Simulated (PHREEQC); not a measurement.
**Hard or scaling water: an equilibrium model**

Solution (25 °C): 0.0021 mol/kgw CaCl2, 0.0028 mol/kgw Na2SO4, 0.0057 mol/kgw KCl and 0.00022 mol/kgw KH2PO4. Closed to the air; pH follows from the charge balance.

Equilibrium calculation in PHREEQC: ion-association model, phreeqc.dat.

| Property | Value |
|---|---|
| pH | 5.35 |
| ionic strength | 0.0193 mol/kgw |
| specific conductance | 1850 µS/cm |

| species | molality | activity | log γ |
|---|---|---|---|
| Cl- | 0.00990 | 0.00861 | -0.060 |
| K+ | 0.00586 | 0.00509 | -0.061 |
| Na+ | 0.00556 | 0.00486 | -0.058 |
| SO4-2 | 0.00243 | 0.00143 | -0.232 |
| Ca+2 | 0.00182 | 0.00108 | -0.228 |
| CaSO4 | 0.000272 | 0.000273 | 0.002 |
| H2PO4- | 0.000208 | 0.000183 | -0.057 |

This is a speciation only: nothing precipitates in the calculation. Complexes and solids missing from the database can't appear.
